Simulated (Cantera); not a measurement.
A freely propagating, adiabatic, planar premixed flame of 7.53 % CH₄, 0.828 % C₂H₆, 0.979 % C₃H₈, 19.1 % O₂, 71.6 % N₂, equivalence ratio 1.2, unburnt at 623 K and 90.0 Torr; mixture-averaged transport, grid criteria slope 0.08 and curve 0.16, no radiation.

Computed with Cantera and GRI-Mech 3.0 (53 species, 325 reactions). Burning velocities carry a grid error of a few per cent, more on coarse grids.

Problem. Predict: laminar burning velocity; thermal thickness; peak x(C₂H); peak x(CH₂O); peak x(H).

Solution. 
* **laminar burning velocity**: 188 cm/s
* **thermal thickness**: 2.07 mm
* **peak x(C₂H)**: 3.52e-6
* **peak x(CH₂O)**: 0.00142
* **peak x(H)**: 0.0192
